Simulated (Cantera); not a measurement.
Standard-state values (1 bar) from the NASA 1993 polynomials, evaluated with Cantera. Values are per mole of reaction as written; species without (g) are pure solids or liquids, kept so even where they would boil at 1 bar.

**Question.** Between 423 and 873 K, where is each reaction favourable under standard conditions?
- KOH(g) = K + OH(g)

**Answer.** 
- KOH(g) = K + OH(g): ΔG° is 266 kJ at 423 K and 254 kJ at 873 K; it stays positive (K < 1). ΔH° is 279 kJ and ΔS° 28 J/K at 873 K.
